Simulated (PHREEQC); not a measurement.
## Alkaline etch or developer: speciation

Consider water at 25 °C with 12 mmol/kgw CsOH, 0.0031 mmol/kgw H4SiO4 and 5 mmol/kgw Na2CO3. Closed to the air; pH follows from the charge balance.

All values are PHREEQC results (ion-association model, wateq4f.dat), not measurements.

No solid was allowed to form.

### Question
What pH does the model give?

### Answer
pH 12.01.

### Question
In which forms is Si present?

### Answer
H3SiO4- 90 %, H2SiO4-2 9.7 %, H4SiO4 0.5 % of the Si.

Complexes and solids missing from the database can't appear.
